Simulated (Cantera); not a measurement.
A perfectly stirred reactor is fed with CH4 : H2O = 1 : 2.8 (molar parts), at 5.00 bar; it is held at 1500 K, and followed from long to short residence time.

Model: GRI-Mech 3.0 (53 species, 325 reactions), integrated in Cantera.

One state of this run: x CH4 = 0.0972; x H2O = 0.496; x CH3 = 2.73e-5; x CH2O = 8.12e-7; x CH2CO = 6.83e-6; x C2H2 = 0.0142. x: mole fraction; the columns are a selection and need not sum to one.

Question: Which value of τ (s) does it belong to?
A) 5.4
B) 1.0
C) 0.45
D) 13

Answer: A, 5.4
